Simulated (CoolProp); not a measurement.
Saturation properties of R114.

Values from CoolProp's reference Helmholtz-energy equation of state, Platzer 1990. This equation is an older, rougher fit; its heat capacities, sound speeds and derivatives of the liquid may be far off and weren't checked against measurements.

| T (K) | p (kPa) | vapour Z | surface tension (mN/m) |
|---|---|---|---|
| 311 | 317.9 | 0.9081 | 9.50 |
| 317.9 | 387.1 | 0.8936 | 8.75 |
| 324.8 | 467.0 | 0.8776 | 8.00 |
| 331.7 | 558.7 | 0.8601 | 7.27 |
| 338.7 | 664.9 | 0.8408 | 6.54 |
| 345.6 | 783.6 | 0.8200 | 5.84 |
| 352.5 | 917.3 | 0.7974 | 5.16 |
| 359.4 | 1067 | 0.7727 | 4.49 |
| 366.4 | 1237 | 0.7455 | 3.84 |
| 373.3 | 1424 | 0.7161 | 3.21 |

It boils at 276.7 K under 1 atm.

Surface tension comes from a separate correlation (Mulero 2012).
